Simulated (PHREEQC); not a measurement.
Brine

A solution holds 2.6 mol/kgw MgCl2 and 0.047 mol/kgw KCl, at 70 °C. Closed to the air; pH follows from the charge balance.

The numbers come from PHREEQC with the Pitzer model, pitzer.dat.

```json
{
  "ionic_strength": "7.85 mol/kgw",
  "activity_of_water": "0.793",
  "density": "1.155 g/cm³",
  "osmotic_coefficient": "1.633"
}
```

```
species  molality  activity   log γ
-------  --------  --------  ------
Cl-          5.25      3.49  -0.177
Mg+2         2.60      7.94   0.485
K+         0.0470    0.0471   0.001
H+        7.58e-6   4.62e-5   0.786
MgOH+     7.50e-6   6.41e-6  -0.068
OH-       7.21e-8   2.77e-9  -1.416
```

This is a speciation only: nothing precipitates in the calculation. Constants without temperature data keep their 25 °C values here.
